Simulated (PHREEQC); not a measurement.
A solution holds 0.0011 mol/kgw PbCl2 and 0.25 mol/kgw Zn(NO3)2, at 11 °C. Closed to the air; pH follows from the charge balance.

Computed with PHREEQC (ion-association model, phreeqc.dat).

Task: The ionic strength comes out as 0.752 mol/kgw. What activity coefficients do PbNO3+, ZnCl+, Cl-, PbCl+, Pb+2 get?

Result: PbNO3+ 0.76, ZnCl+ 0.63, Cl- 0.63, PbCl+ 0.76, Pb+2 0.33.

No solid was allowed to form. Caution: at this ionic strength the ion-association model is outside its range; a Pitzer model would be the better tool where its parameters exist. Species that the database lacks are ignored. Away from 25 °C the constants follow the database's enthalpies or fits; those with neither stay at their 25 °C values.
